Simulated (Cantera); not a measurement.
Input (Python, Cantera) and output of one run.

```python
import numpy as np
import cantera as ct

gas_names = [...]  # 92 gases of nasa_gas.yaml made of C, H, N
cond_names = """
    C(gr) C6H6(L) C7H8(L) C8H18(L),n-octa
""".split()


# ... load() reads the species with a 1 bar reference pressure and builds the phases ...
atoms = {
    'C2H4': {'C': 2, 'H': 4},
    'NH3': {'N': 1, 'H': 3},
    'N2': {'N': 2},
}
top_T = {'C(gr)': 4500}  # K; cautious upper limits of use, not melting points


# ... equilibrate(T, P, feed) seeds the gas with the atoms and calls Mixture.equilibrate('TP', solver="vcs", rtol=1e-11, max_steps=5000) ...
results = []
feed = {'C2H4': 1, 'NH3': 1.8, 'N2': 0.47}  # mol
T = 2350  # K
P = 580000  # Pa
mix = equilibrate(T, P, feed)
results.append((T, P, feed, dict(zip(mix.species_names, mix.species_moles))))
print(gas.report(threshold=1e-05))
for i in range(1, mix.n_phases):
    print(f"{mix.phase(i).name:16s} {mix.phase_moles(i):12.5e} mol")
```

Result:

```
       temperature   2350 K
          pressure   5.8e+05 Pa
           density   0.24442 kg/m^3
  mean mol. weight   8.2341 kg/kmol
   phase of matter   gas

                          1 kg             1 kmol
                     ---------------   ---------------
          enthalpy        8.7398e+06        7.1964e+07  J
   internal energy        6.3669e+06        5.2425e+07  J
           entropy             24487        2.0163e+05  J/K
    Gibbs function       -4.8804e+07       -4.0186e+08  J
 heat capacity c_p            4404.4             36266  J/K
 heat capacity c_v            3394.6             27952  J/K

                      mass frac. Y      mole frac. X     chem. pot. / RT
                     ---------------   ---------------   ---------------
               CH3        0.00013012         7.126e-05           -30.916
               CH4         0.0012527        0.00064297           -40.181
    C2H2,acetylene          0.013167          0.004164           -24.771
              C2H4        7.9507e-05        2.3336e-05           -43.301
                 H        0.00055075          0.004499           -9.2649
               HCN          0.062771          0.019125           -26.024
               HNC         0.0061152         0.0018631           -26.024
                H2           0.18478           0.75471            -18.53
               NH3        4.4718e-05         2.162e-05           -41.433
                N2           0.73093           0.21484           -27.277
     [  +82 minor]        0.00017732        3.6324e-05

C(gr)             1.81663e+00 mol
```

Method: chemical equilibrium by Gibbs-energy minimisation in Cantera with the NASA 1993 tables (ideal gas, pure condensed phases).
